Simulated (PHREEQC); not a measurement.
0.016 g of hydrous ferric oxide (600 m²/g; 0.2 weak and 0.005 strong sites per Fe, Dzombak-Morel constants, diffuse double layer) in 1 kg of water with 0.005 mol/kgw of an inert sodium salt and 5e-05 mmol/kgw PbCl2, at 25 °C; the pH is set by adding NaOH or the inert anion's acid. Oxygen alone is held at its pressure in air (log pO2 = -0.68). CO2 from the air is kept out. Nothing may precipitate in this run.

Model: ion-association model, wateq4f.dat, run in PHREEQC.

| pH | Pb sorbed (%) | surface charge σ (C/m²) | surface potential ψ (mV) |
|---|---|---|---|
| 4 | 7.1 | 0.182 | 194 |
| 4.5 | 35.9 | 0.131 | 177 |
| 5.5 | 96.9 | 0.060 | 137 |
| 6 | 99.6 | 0.038 | 114 |
| 6.5 | 100.0 | 0.023 | 89 |
| 7.5 | 100.0 | 0.006 | 34 |
| 8 | 100.0 | 0.001 | 6 |
| 8.5 | 100.0 | -0.004 | -22 |
| 9.5 | 100.0 | -0.018 | -77 |
| 10 | 100.0 | -0.030 | -103 |
| 10.5 | 100.0 | -0.050 | -127 |
| 11.5 | 100.0 | -0.131 | -164 |
| 12 | 100.0 | -0.214 | -172 |
